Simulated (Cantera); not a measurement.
A closed system holds: 1 mol PbO, 340 mol H2, at 16.5 Torr.

Equilibrium computed with Cantera from the NASA thermochemical tables; the gas is ideal and each condensed phase is pure. Candidate condensed phases: H2O, Pb, PbO, PbO2, Pb3O4; 12 gas species. Kinetics and transport are ignored. All values below are at 1050 K.

Base state: H2 0.995, H2O 0.00293, Pb 0.00211 (mole fractions); condensed: Pb(l).

**Question.** What changes in the equilibrium state with this change: PbO replaced by FeS?

**Answer.** 
```
species       before    after
-----------  -------  -------
H2             0.995    0.998
H2S                0  0.00160
H2O          0.00293        0
Pb           0.00211        0
Pb(l), mol     0.279        0
Fe(α), mol         0    0.546
FeS(s), mol        0    0.454
```
Mutual solubility and eutectic melting of coexisting phases are not modelled. FeS: taken at fixed stoichiometry. Further candidate phases: Fe, FeS, FeS2, S.

**Question.** What changes in the equilibrium state with this change: PbO replaced by Ta2O5?

**Answer.** 
| species | before | after |
|---|---|---|
| H2 | 0.995 | 1.000 |
| H2O | 0.00293 | 4.76e-7 |
| Pb | 0.00211 | 0 |
| Pb(l), mol | 0.279 | 0 |
| Ta2O5(s), mol | 0 | 1.000 |
Further candidate phases: Ta, Ta2O5.
